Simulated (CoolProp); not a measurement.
Vapour-liquid equilibrium of ethylbenzene (1) + m-xylene (2) at 243 kPa; x and y are mole fractions of (1).

The numbers come from the multi-fluid Helmholtz-energy mixture model, Zhou 2012 and Zhou 2012; pair parameters Bell 2016 in CoolProp.

Give the bubble temperature and the first vapour's composition at x = 0.125, 0.425, 0.8. Is there an azeotrope?

x = 0.125: 447.7 K, y = 0.133; x = 0.425: 446.7 K, y = 0.440; x = 0.8: 445.7 K, y = 0.808. No azeotrope shows between x = 0.05 and 0.95.

Pair parameters are fitted to limited data, so mixtures are less certain than the pure fluids.
